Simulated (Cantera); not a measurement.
## Equilibrium for carbothermic reduction: Fe2O3 + C + H2

A closed system holds: 1 mol Fe2O3, 2.7 mol C, 4.6 mol H2, equilibrated at 10.0 mbar.

These are equilibrium values from Cantera (NASA tables, ideal gas, pure condensed phases), not measurements of a reactor. Candidate condensed phases: C, C6H6, C7H8, C8H18, Fe, Fe(CO)5, FeO, Fe(OH)2, Fe(OH)3, Fe2O3, Fe3O4, H2O; 114 gas species. Kinetics and transport are ignored.

```csv
T (K),x H2,x CO,x Fe,x H,x H2O,x CO2,x OH,x FeO,n Fe(l)
2023,0.555,0.345,0.0471,0.0141,0.0342,0.00455,9.07e-5,6.10e-5,1.64
2073,0.531,0.332,0.0803,0.0192,0.0329,0.00425,0.000135,0.000117,1.36
2123,0.494,0.312,0.133,0.0252,0.0308,0.00387,0.000194,0.000219,0.858
2173,0.443,0.282,0.211,0.0321,0.0277,0.00340,0.000269,0.000385,0
2223,0.435,0.281,0.210,0.0423,0.0274,0.00330,0.000385,0.000426,0
2273,0.426,0.279,0.209,0.0548,0.0271,0.00321,0.000541,0.000470,0
2323,0.415,0.277,0.207,0.0702,0.0266,0.00313,0.000749,0.000514,0
2373,0.402,0.274,0.205,0.0885,0.0260,0.00305,0.00102,0.000560,0
```
x: gas mole fraction; n: condensed amount in mol.

From 2023 K to 2123 K the condensed part is Fe(l). From 2173 K to 2373 K nothing is condensed. The main Fe-bearing gas is Fe throughout.
